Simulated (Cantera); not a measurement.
Input: 1 mol CF4, 1.3 mol CH4, held at 2250 °C and 0.143 Torr.

Method: chemical equilibrium by Gibbs-energy minimisation in Cantera with the NASA 1993 tables (ideal gas, pure condensed phases). The numbers say what is thermodynamically allowed, not how fast it happens.

```tsv
species	before	after
F	0.0285	0.664
HF	0.723	0.296
CF	0.000997	0.0232
H	0.229	0.00401
H2	0.0129	3.97e-6
C2H2 (acetylene)	0.000154	4.72e-8
CF2	1.49e-5	0.00811
C2H	0.000205	3.60e-6
C	0.00120	0.00120
C2	0.000345	0.000345
C5	1.23e-5	1.23e-5
C(graphite), mol	2.22	1.12
```
Gas species are given as mole fractions.

**Question.** What was changed between the two runs?
(A) temperature from 2250 °C to 2675 °C
(B) CH4 from 1.3 to 0.085 mol
(C) CH4 from 1.3 to 0.3 mol
(D) pressure from 0.143 Torr to 0.0210 Torr

**Answer.** C, CH4 from 1.3 to 0.3 mol
